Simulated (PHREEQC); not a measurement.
0.017 g of hydrous ferric oxide (600 m²/g; 0.2 weak and 0.005 strong sites per Fe, Dzombak-Morel constants, diffuse double layer) in 1 kg of water with 0.1 mol/kgw of an inert sodium salt and 6.1e-05 mol/kgw BaCl2, 1.3e-07 mol/kgw CuCl2 and 9.6e-08 mol/kgw Na2SO4, at 25 °C; the pH is set by adding NaOH or the inert anion's acid. O2 is buffered at 0.21 atm. CO2 from the air is kept out. Nothing may precipitate in this run.

Base run: PHREEQC, ion-association model, wateq4f.dat. Each further column changes one thing. The table gives Cu sorbed (%).

```csv
pH,base,no electrostatic term (-no_edl),background salt from 0.1 to 0.01 mol/kgw,oxide from 0.017 to 0.085 g/kgw
3,0.0,0.0,0.0,0.0
3.5,0.0,0.0,0.0,[?]
4,0.2,0.2,0.2,0.8
4.5,1.3,1.8,1.4,6.3
5,9.6,14.9,9.3,34.8
5.5,43.8,61.0,42.9,80.0
6.5,97.3,98.8,97.5,99.5
7,99.4,99.6,99.3,99.9
7.5,99.5,99.6,99.4,99.9
8,98.9,99.0,98.6,[?]
8.5,97.6,96.8,[?],99.5
9,96.1,[?],96.6,99.2
```

Question: Some entries are withheld; supply them.

Answer: 
- 3.5, oxide from 0.017 to 0.085 g/kgw: 0.1
- 8, oxide from 0.017 to 0.085 g/kgw: 99.8
- 8.5, background salt from 0.1 to 0.01 mol/kgw: 97.4
- 9, no electrostatic term (-no_edl): 88.0

The database's constant for dissolved Cu(OH)2 is higher than later reviews accept. The oxide is taken as insoluble; below pH 4 it would dissolve.
